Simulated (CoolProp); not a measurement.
Model: reference Helmholtz-energy equation of state, Thol 2016, in CoolProp.

Problem. For hexamethyldisiloxane (MM), give the phase and the Z, isothermal compressibility (1/MPa) at 70.65 °C and 22.1 bar; 126.75 °C and 22.1 bar.

Solution. 
- 70.65 °C and 22.1 bar: liquid; Z 0.176, isothermal compressibility 0.00309
- 126.75 °C and 22.1 bar: liquid; Z 0.166, isothermal compressibility 0.00585
